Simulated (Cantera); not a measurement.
An adiabatic, constant-volume homogeneous reactor starts with H2 : O2 : N2 : H2O = 1 : 0.893 : 3.36 : 0.17 (molar parts), equivalence ratio 0.56, at 1675 K and 5.00 bar. Integrator tolerance rtol = 1e-08.

Computed with Cantera and the H2/O2 subset of GRI-Mech 3.0, which has no nitrogen chemistry. The hydrogen kinetics of GRI-Mech 3.0 are dated; newer H2 mechanisms differ, most at raised pressure.

What does this change do: H2 1 to 1.9 parts?


| quantity | before | after |
|---|---|---|
| time of steepest temperature rise | 1.78 µs | 1.65 µs |
| temperature at 1.00 s | 2904 K | 3193 K |
| equilibrium temperature | 2904 K | 3193 K |
| x(H2) at 1.00 s | 0.00881 (gas-phase equilibrium 0.00881) | 0.0635 (gas-phase equilibrium 0.0635) |
| x(O2) at 1.00 s | 0.0728 (gas-phase equilibrium 0.0728) | 0.0140 (gas-phase equilibrium 0.0140) |
| x(H2O) at 1.00 s | 0.208 (gas-phase equilibrium 0.208) | 0.266 (gas-phase equilibrium 0.266) |
| x(H) at 1.00 s | 0.00389 (gas-phase equilibrium 0.00389) | 0.0238 (gas-phase equilibrium 0.0238) |
| x(OH) at 1.00 s | 0.0282 (gas-phase equilibrium 0.0282) | 0.0380 (gas-phase equilibrium 0.0380) |
| x(HO2) at 1.00 s | 3.88e-5 (gas-phase equilibrium 3.88e-5) | 2.16e-5 (gas-phase equilibrium 2.16e-5) |
| x(H2O2) at 1.00 s | 2.38e-6 (gas-phase equilibrium 2.38e-6) | 2.11e-6 (gas-phase equilibrium 2.11e-6) |
Above 3000 K some thermodynamic fits are extrapolated.

What does this change do: constant pressure in place of constant volume?


```json
[
 {"quantity": "time of steepest temperature rise", "before": "1.78 µs", "after": "1.80 µs"},
 {"quantity": "temperature at 1.00 s", "before": "2904 K", "after": "2749 K"},
 {"quantity": "equilibrium temperature", "before": "2904 K", "after": "2749 K"},
 {"quantity": "x(H2) at 1.00 s", "before": "0.00881 (gas-phase equilibrium 0.00881)", "after": "0.00635 (gas-phase equilibrium 0.00635)"},
 {"quantity": "x(O2) at 1.00 s", "before": "0.0728 (gas-phase equilibrium 0.0728)", "after": "0.0743 (gas-phase equilibrium 0.0743)"},
 {"quantity": "x(H2O) at 1.00 s", "before": "0.208 (gas-phase equilibrium 0.208)", "after": "0.216 (gas-phase equilibrium 0.216)"},
 {"quantity": "x(H) at 1.00 s", "before": "0.00389 (gas-phase equilibrium 0.00389)", "after": "0.00245 (gas-phase equilibrium 0.00245)"},
 {"quantity": "x(OH) at 1.00 s", "before": "0.0282 (gas-phase equilibrium 0.0282)", "after": "0.0223 (gas-phase equilibrium 0.0223)"},
 {"quantity": "x(HO2) at 1.00 s", "before": "3.88e-5 (gas-phase equilibrium 3.88e-5)", "after": "2.59e-5 (gas-phase equilibrium 2.59e-5)"},
 {"quantity": "x(H2O2) at 1.00 s", "before": "2.38e-6 (gas-phase equilibrium 2.38e-6)", "after": "1.51e-6 (gas-phase equilibrium 1.51e-6)"}
]
```
